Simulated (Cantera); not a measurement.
Charge: 1 mol SiH₄, 2.2 mol N₂O, 1.7 mol N₂, 2.9 mol CO₂, equilibrated at 400 °C and 0.0100 bar.

Method: chemical equilibrium by Gibbs-energy minimisation in Cantera with the NASA 1993 tables (ideal gas, pure condensed phases). Candidate condensed phases: C, C₆H₆, C₇H₈, C₈H₁₈, H₂O, Si, SiC, SiO₂, Si₂N₂O, Si₃N₄; 151 gas species. Kinetics and transport are ignored.

Base state: N₂ 0.446, CO₂ 0.283, H₂ 0.147, H₂O 0.0749, CO 0.0456, CH₄ 0.00321 (mole fractions); condensed: SiO₂(α-quartz).

### Question
What changes in the equilibrium state with this change: SiH₄ replaced by HMDSO?

### Answer
```
species               before    after
-------------------  -------  -------
H₂                     0.147    0.443
N₂                     0.446    0.274
H₂O                   0.0749    0.130
CO₂                    0.283   0.0971
CH₄                  0.00321   0.0298
CO                    0.0456   0.0271
NH₃                  5.08e-6  2.07e-5
SiO₂(α-quartz), mol     1.00     2.00
C(graphite), mol           0     6.71
```
The feed counts by its element totals alone.

### Question
What changes in the equilibrium state with this change: N₂O from 2.2 to 14 mol?

### Answer
```json
[
 {"species": "N₂", "before": "0.446", "after": "0.613"},
 {"species": "O₂", "before": "<1e-9", "after": "0.195"},
 {"species": "CO₂", "before": "0.283", "after": "0.113"},
 {"species": "H₂", "before": "0.147", "after": "<1e-9"},
 {"species": "CO", "before": "0.0456", "after": "<1e-9"},
 {"species": "H₂O", "before": "0.0749", "after": "0.0781"},
 {"species": "CH₄", "before": "0.00321", "after": "<1e-9"},
 {"species": "SiO₂(α-quartz), mol", "before": "1.00", "after": "1.00"}
]
```
